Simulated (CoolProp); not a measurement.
Model: reference Helmholtz-energy equation of state, Zhou 2011, in CoolProp.

### Question
For dimethyl carbonate, give the phase and the density (kg/m³), cp (kJ/(kg K)), cv (kJ/(kg K)), expansivity (1/kK) at 441.2 K and 13.6 bar; 441.2 K and 40.9 bar.

### Answer
- 441.2 K and 13.6 bar: liquid; density 855, cp 2.19, cv 1.59, expansivity 2.06
- 441.2 K and 40.9 bar: liquid; density 863, cp 2.17, cv 1.59, expansivity 1.93
